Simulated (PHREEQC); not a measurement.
A PHREEQC input (ion-association model, wateq4f.dat):

```
SOLUTION 1
  temp 25
  units percent
  pH 6.98
  pe 11.4
  Na 0.0403
  K 0.0354
  Ca 0.162
  Mg 0.0173
  Cl 0.0579
  S(6) 0.119 as SO4
  Alkalinity 0.497 as HCO3
  B 0.000298
END
USE solution 1
EQUILIBRIUM_PHASES 1
  Quartz 0 0.5
  CO2(g) -2 10
END
```

It stops with these messages:

```
ERROR: Calculations terminating due to input errors.
```

The fault: a unit that the program doesn't know. The line should read `units mg/L` where the input has `units percent`. With the mend the run ends at pH 5.05 and ionic strength 2.72e-5 mol/kgw.
